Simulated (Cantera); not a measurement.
Input: 1 mol Cu, 14 mol CO, 120 mol H2, 0.00088 mol O2, at 1900000 Pa.

Method: chemical equilibrium by Gibbs-energy minimisation in Cantera with the NASA 1993 tables (ideal gas, pure condensed phases). Candidate condensed phases: C, C6H6, C7H8, C8H18, Cu, CuO, Cu(OH)2, Cu2O, H2O; 113 gas species. The numbers say what is thermodynamically allowed, not how fast it happens.

Problem. Which condensed phases are stable at each of these points (T (°C)): 977, 1027, 1077, 1127, 1177, 1227, 1277, 1327, 1377, 1427, 1477, 1527, 1577, 1627?

Solution. 
```tsv
T (°C)	condensed phases	Cu condensed (%)
977	Cu(s)	100.0
1027	Cu(s)	100.0
1077	Cu(s)	100.0
1127	Cu(l)	100.0
1177	Cu(l)	100.0
1227	Cu(l)	100.0
1277	Cu(l)	100.0
1327	Cu(l)	100.0
1377	Cu(l)	99.9
1427	Cu(l)	99.9
1477	Cu(l)	99.8
1527	Cu(l)	99.6
1577	Cu(l)	99.3
1627	Cu(l)	98.9
```

From 977 °C to 1077 °C the condensed part is Cu(s). From 1127 °C to 1627 °C the condensed part is Cu(l).
